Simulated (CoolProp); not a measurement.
Saturation properties of CH2F2 (R32) (Tc = 78.1 °C, pc = 5783 kPa, ω = 0.277).

Computed with CoolProp (reference Helmholtz-energy equation of state, Tillner-Roth 1997).

```
T (°C)  p (kPa)  vapour density (kg/m³)  enthalpy of vaporisation (kJ/kg)  liquid viscosity (µPa s)  liquid conductivity (mW/(m K))
------  -------  ----------------------  --------------------------------  ------------------------  ------------------------------
-9.95     583.6                   15.90                             330.2                       173                             162
-6.25     662.3                   18.01                             324.8                       165                             160
-2.55     748.7                   20.34                             319.2                       157                             157
1.15      843.5                   22.92                             313.5                       150                             154
4.85      947.1                   25.77                             307.6                       144                             151
8.55       1060                   28.91                             301.4                       137                             148
12.25      1183                   32.38                             295.0                       131                             145
15.95      1316                   36.21                             288.4                       125                             142
19.65      1460                   40.43                             281.4                       119                             139
23.35      1616                   45.10                             274.2                       114                             135
27.05      1784                   50.26                             266.7                       109                             132
30.75      1965                   55.98                             258.8                       104                             129
34.45      2160                   62.34                             250.5                      99.0                             126
```

It boils at -51.7 °C under 1 atm.

Viscosity comes from a separate model (Bell 2016), an estimate that may be off by 10 % or more. Thermal conductivity comes from a separate model (Huber 2003), an estimate that may be off by 10 % or more.
